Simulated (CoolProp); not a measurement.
Vapour-liquid equilibrium of ethanol (1) + ethylbenzene (2) at 380.7 K; x and y are mole fractions of (1).

Model: multi-fluid Helmholtz-energy mixture model, Schroeder 2014 and Zhou 2012; pair parameters Bell 2016, in CoolProp.

Give the bubble pressure and the first vapour's composition at x = 0.05, 0.65, 0.75. Is there an azeotrope?

x = 0.05: 0.9594 bar, y = 0.553; x = 0.65: 2.537 bar, y = 0.875; x = 0.75: 2.630 bar, y = 0.894. No azeotrope shows between x = 0.05 and 0.95.

Pair parameters are fitted to limited data, so mixtures are less certain than the pure fluids. With so large a gap from Raoult's law the liquid may split in two, which this calculation doesn't test in full.
